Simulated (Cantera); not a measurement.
An isothermal, constant-pressure homogeneous reactor starts with 75.8 % CH₄, 24.2 % H₂O, at 1550 K and 0.133 bar.

Computed with Cantera and GRI-Mech 3.0 (53 species, 325 reactions). GRI-Mech 3.0 stops at C3 and has no aromatics, soot or wall deposition, so with more carbon than oxygen in the feed, carbon stays in small species such as C2H2 where larger ones or solid carbon would form.

One state of this run: x CH₄ = 0.479; x H₂O = 0.204; x CH₂O = 1.44e-6; x C₂H₆ = 0.000538; x CH₃ = 0.000725. x: mole fraction; the columns are a selection and need not sum to one.

**Question.** Which value of t (s) does it belong to?
A) 0.146
B) 1.20
C) 0.0179
D) 0.000267

**Answer.** A, 0.146
